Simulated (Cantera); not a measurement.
Feed: 1 mol HgO, 0.51 mol O2, 0.1 mol H2, at 7.50 Torr.

These are equilibrium values from Cantera (NASA tables, ideal gas, pure condensed phases), not measurements of a reactor. Candidate condensed phases: H2O, Hg, HgO; 10 gas species. Rates play no part. All values below are at 748 K.

Base state: Hg 0.485, O2 0.466, H2O 0.0485 (mole fractions); condensed: gas only.

### Question
What changes in the equilibrium state with this change: H2 from 0.1 to 0.63 mol?

### Answer
| species | before | after |
|---|---|---|
| Hg | 0.485 | 0.430 |
| O2 | 0.466 | 0.299 |
| H2O | 0.0485 | 0.271 |
